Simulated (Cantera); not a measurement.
# Diamond growth

A diamond (100) surface in a fixed gas of H2 with x(CH4) = 0.0038, x(H) = 0.00029, x(CH3) = 6.6e-05, at 1275 K; coverages are run to steady state.

Detailed kinetics in Cantera: the Harris–Goodwin 1993 mechanism for the reconstructed diamond (100) surface.

```csv
P (Pa),growth (µm/h),θ c6HH,θ c6H*,θ c6*H,θ c6**,θ c6HM
410,0.00256,0.516,0.0388,0.432,0.0132,1.17e-5
710,0.00657,0.516,0.0387,0.432,0.0131,2.08e-5
1300,0.0172,0.516,0.0387,0.432,0.0131,3.93e-5
2200,0.0374,0.516,0.0387,0.431,0.0130,6.84e-5
3900,0.0819,0.516,0.0387,0.431,0.0130,0.000124
6900,0.172,0.516,0.0387,0.431,0.0130,0.000223
12000,0.352,0.516,0.0387,0.431,0.0129,0.000391
21000,0.739,0.516,0.0386,0.431,0.0129,0.000683
```
θ: site fractions in the mechanism's names (c6HH fully hydrogenated, c6H* and c6*H radical sites, c6** diradical, c6HM methylated).
